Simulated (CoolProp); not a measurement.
Vapour-liquid equilibrium of R125 (1) + R1234yf (2) at -25.25 °C; x and y are mole fractions of (1).

Model: multi-fluid Helmholtz-energy mixture model, Lemmon 2005 and Lemmon 2022; pair parameters Bell 2023, in CoolProp.

```csv
x,bubble pressure (bar),y at the bubble point,dew pressure at overall composition x (bar),liquid density (mol/L)
0.05,1.292,0.104,1.251,11.01
0.15,1.446,0.278,1.330,11.09
0.25,1.600,0.419,1.419,11.17
0.35,1.752,0.536,1.521,11.25
0.45,1.905,0.636,1.637,11.34
0.55,2.058,0.722,1.772,11.43
0.65,2.212,0.797,1.929,11.52
0.75,2.367,0.863,2.114,11.62
0.85,2.523,0.922,2.335,11.72
0.95,2.680,0.975,2.603,11.84
```

No azeotrope shows between x = 0.05 and 0.95.

The pair parameters rest on a limited set of measurements; away from them the model extrapolates.
